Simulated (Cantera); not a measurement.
What does this Cantera script print?

```python
import numpy as np
import cantera as ct

gas_names = """
    CL CL2 H HCL H2 Si SiCL SiCL2 SiCL3 SiCL4 SiH SiHCL3 SiH2 SiH2CL2 SiH3 SiH3CL SiH4 Si2 Si3
""".split()
cond_names = """
    Si(cr) Si(L)
""".split()


def load(file, names, dense=False):
    # The tables refer to 1 bar. Condensed volumes are neglected.
    table = {s.name: s for s in ct.Species.list_from_file(file)}
    out = []
    for n in names:
        d = dict(table[n].input_data)
        d["thermo"] = dict(d["thermo"], **{"reference-pressure": 1e5})
        if dense:
            d["equation-of-state"] = {"model": "constant-volume", "density": "1e6 g/cm^3"}
        out.append(ct.Species.from_dict(d))
    return out


gas = ct.Solution(thermo="ideal-gas", species=load("nasa_gas.yaml", gas_names))
cond = {s.name: ct.Solution(thermo="fixed-stoichiometry", species=[s], name=s.name)
        for s in load("nasa_condensed.yaml", cond_names, dense=True)}
atoms = {
    'Si2Cl6': {'Si': 2, 'CL': 6},
    'HCl': {'H': 1, 'CL': 1},
    'H2': {'H': 2},
}
top_T = {}  # K; cautious upper limits of use, not melting points


def equilibrate(T, P, feed):
    n = {}
    for name, mol in feed.items():
        for a, k in atoms[name].items():
            n[a] = n.get(a, 0.0) + k * mol
    gas.TPX = T, P, n
    mass = sum(n.values()) * gas.mean_molecular_weight
    gas.equilibrate("TP")
    valid = [c for c in cond.values() if c.min_temp <= T <= top_T.get(c.name, c.max_temp)]
    mix = ct.Mixture([(gas, mass / gas.mean_molecular_weight)] + [(c, 0.0) for c in valid])
    mix.T, mix.P = T, P
    mix.equilibrate("TP", solver="vcs", rtol=1e-11, max_steps=5000)
    return mix


results = []
feed = {'Si2Cl6': 1, 'HCl': 2.8, 'H2': 45}  # mol
T = 1473.15  # K
for P in [100, 260, 670, 1700, 4500, 12000, 30000, 77000, 200000]:
    mix = equilibrate(T, P, feed)
    results.append((T, P, feed, dict(zip(mix.species_names, mix.species_moles))))

top = {s: max(r[3][s] / sum(r[3][g] for g in gas_names) for r in results) for s in gas_names}
cols = sorted((s for s in top if top[s] > 0.0001), key=lambda s: -top[s])[:8]
seen = [c for c in cond_names if any(r[3].get(c, 0) > 1e-12 for r in results)]
print("log10 of partial pressures in bar; condensed amounts in mol")
print(f"{'P/Pa':>10s}" + "".join(f"{s[:9]:>10s}" for s in cols + seen))
for T, P, feed, n in results:
    ng = sum(n[g] for g in gas_names)
    print(f"{P:10.4g}" + "".join(f"{np.log10(max(n[s] / ng * P / 1e5, 1e-99)):10.3f}" for s in cols)
          + "".join(f"{n.get(c, 0):10.4g}" for c in seen))
```

Result:

```
log10 of partial pressures in bar; condensed amounts in mol
      P/Pa        H2       HCL     SiCL2    SiHCL3     SiCL4     SiCL3   SiH2CL2         H    Si(cr)
       100    -3.064    -4.001    -4.442    -7.990    -7.901    -6.438    -8.884    -6.429    0.1417
       260    -2.649    -3.588    -4.029    -7.164    -7.077    -5.820    -8.057    -6.221    0.1409
       670    -2.237    -3.179    -3.623    -6.349    -6.264    -5.210    -7.239    -6.016    0.1394
      1700    -1.832    -2.778    -3.227    -5.552    -5.471    -4.616    -6.438    -5.813     0.137
      4500    -1.409    -2.363    -2.820    -4.730    -4.657    -4.005    -5.607    -5.602     0.133
   1.2e+04    -0.981    -1.951    -2.423    -3.921    -3.863    -3.410    -4.783    -5.388    0.1265
     3e+04    -0.581    -1.575    -2.072    -3.194    -3.161    -2.884    -4.032    -5.188    0.1149
   7.7e+04    -0.169    -1.203    -1.740    -2.490    -2.497    -2.385    -3.287    -4.981   0.08992
     2e+05     0.250    -0.843    -1.438    -1.828    -1.894    -1.933    -2.567    -4.772   0.03868
```

These are equilibrium values from Cantera (NASA tables, ideal gas, pure condensed phases), not measurements of a reactor. The feed counts by its element totals alone. The tables' values for SiCl3, SiCl are old estimates; treat these amounts as uncertain.
